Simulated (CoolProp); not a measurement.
The numbers come from the reference Helmholtz-energy equation of state, Setzmann 1991 in CoolProp.

**Question.** For methane, give the phase and the density (kg/m³), cp (kJ/(kg K)), viscosity (µPa s), Prandtl number at 106.4 K and 12.4 MPa; 106.4 K and 21.2 MPa.

**Answer.** 
- 106.4 K and 12.4 MPa: liquid; density 440, cp 3.35, viscosity 151, Prandtl number 2.49
- 106.4 K and 21.2 MPa: liquid; density 446, cp 3.30, viscosity 164, Prandtl number 2.57

Viscosity comes from a separate model (Quiñones-Cisneros 2006). Thermal conductivity comes from a separate model (Friend 1989).
